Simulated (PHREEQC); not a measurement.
0.074 g of hydrous ferric oxide (600 m²/g; 0.2 weak and 0.005 strong sites per Fe, Dzombak-Morel constants, diffuse double layer) in 1 kg of water with 0.05 mol/kgw of an inert sodium salt and 1.9e-05 mol ZnSO4 and 1e-06 mol NaF, at 25 °C; the pH is set by adding NaOH or the inert anion's acid. Oxygen is held at 0.21 atm. No CO2 enters from the air. No solid was allowed to form.

The series has 13 steps of pH, from 4 to 10.

Model: ion-association model, wateq4f.dat, run in PHREEQC.

### Question
Near which pH is half of the S sorbed, and on which side is more sorbed?

### Answer
Near pH 5.7, with more sorbed at lower pH.

### Question
Near which pH is half of the Zn sorbed, and on which side is more sorbed?

### Answer
Near pH 7.0, with more sorbed at higher pH.

Complexes and solids missing from the database can't appear.
